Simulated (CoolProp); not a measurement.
Vapour-liquid equilibrium of fluoroethane (R161) (1) + R134a (2) at 0.0169 MPa; x and y are mole fractions of (1).

Model: multi-fluid Helmholtz-energy mixture model, Wu 2012 and Tillner-Roth 1994; pair parameters Bell 2016, in CoolProp.

Problem. Give the bubble temperature and the first vapour's composition at x = 0.25, 0.85, 0.95. Is there an azeotrope?

Solution. x = 0.25: 211.2 K, y = 0.383; x = 0.85: 204.3 K, y = 0.931; x = 0.95: 203.3 K, y = 0.979. No azeotrope shows between x = 0.05 and 0.95.

The pair parameters rest on a limited set of measurements; away from them the model extrapolates.
